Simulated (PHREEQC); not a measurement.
## Sulfide liquor

Dissolve 0.23 mol NaHS and 3.5e-05 mol LiCl per kg of water at 25 °C. Closed to the air; pH follows from the charge balance.

Computed with PHREEQC (ion-association model, wateq4f.dat).

```
Item                       Value
-----------------  -------------
pH                          9.60
ionic strength     0.230 mol/kgw
activity of water          0.992
total alkalinity      230 meq/kg
```

```tsv
species	molality	activity	log γ
Na+	0.230	0.169	-0.133
HS-	0.229	0.160	-0.158
H2S	0.000330	0.000348	0.023
S-2	0.000273	7.73e-5	-0.548
OH-	5.73e-5	3.98e-5	-0.158
Cl-	3.50e-5	2.45e-5	-0.154
Li+	3.50e-5	2.62e-5	-0.126
```

No solid was allowed to form. Complexes and solids missing from the database can't appear. The polysulfide entries of wateq4f.dat were taken out for this run.
